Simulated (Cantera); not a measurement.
Input: 1 mol borazine, 7.7 mol H2O, at 3.90 mbar.

Method: chemical equilibrium by Gibbs-energy minimisation in Cantera with the NASA 1993 tables (ideal gas, pure condensed phases). Candidate condensed phases: B, BN, B2O3, B3O3H3, H2O; 39 gas species. The feed counts by its element totals alone. Gases not in the tables: H3BO3. Equilibrium is a limit: real reactors are often held back by kinetics, nucleation or transport. All values below are at 1325 K.

Base state: H2 0.605, H2O 0.242, N2 0.121, HBO2 0.0325, B2O3 9.40e-5, (HBO2)3 5.64e-5, H 2.04e-5, HBO 1.30e-5 (mole fractions); condensed: B2O3(l).

Task: What changes in the equilibrium state with this change: pressure from 3.90 mbar to 0.410 bar?

Result: 
```tsv
species	before	after
H2	0.605	0.614
H2O	0.242	0.259
N2	0.121	0.123
HBO2	0.0325	0.00329
B2O3	9.40e-5	8.94e-7
(HBO2)3	5.64e-5	0.000643
HBO	1.30e-5	1.24e-6
H	2.04e-5	2.00e-6
B2O3(l), mol	1.30	1.47
```
